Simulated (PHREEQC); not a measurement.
A solution holds 73 mmol/kgw Na2B4O7, at 25 °C. Closed to the air; pH follows from the charge balance.

The numbers come from PHREEQC with the Pitzer model, pitzer.dat.

**Question.** The ionic strength comes out as 0.163 mol/kgw. What activity coefficients do B3O3(OH)4-, Na+, B(OH)4-, OH-, B4O5(OH)4-2 get?

**Answer.** B3O3(OH)4- 0.55, Na+ 0.68, B(OH)4- 0.68, OH- 0.73, B4O5(OH)4-2 0.19. Single-ion values are on the MacInnes scale.

This is a speciation only: nothing precipitates in the calculation. Complexes and solids missing from the database can't appear.
